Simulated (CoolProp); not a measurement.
Properties of dimethyl carbonate along the isobar 1380 kPa (Tc = 557.0 K, pc = 4909 kPa, ω = 0.346).

Model: reference Helmholtz-energy equation of state, Zhou 2011, in CoolProp.

```tsv
T (K)	phase	Joule-Thomson coefficient (K/MPa)	isothermal compressibility (1/MPa)	fugacity coefficient
375.6	liquid	-0.2264	0.001735	0.1071
396	liquid	-0.1858	0.002131	0.1841
416.4	liquid	-0.1347	0.002666	0.2952
436.8	liquid	-0.06729	0.003427	0.4459
457.2	liquid	0.02815	0.004591	0.6397
477.6	gas	14.10	0.9358	0.8425
498	gas	11.67	0.8866	0.8628
518.4	gas	9.912	0.8541	0.8796
538.8	gas	8.589	0.8310	0.8938
559.2	gas	7.555	0.8137	0.9060
579.6	gas	6.727	0.8003	0.9164
600	gas	6.050	0.7896	0.9255
```
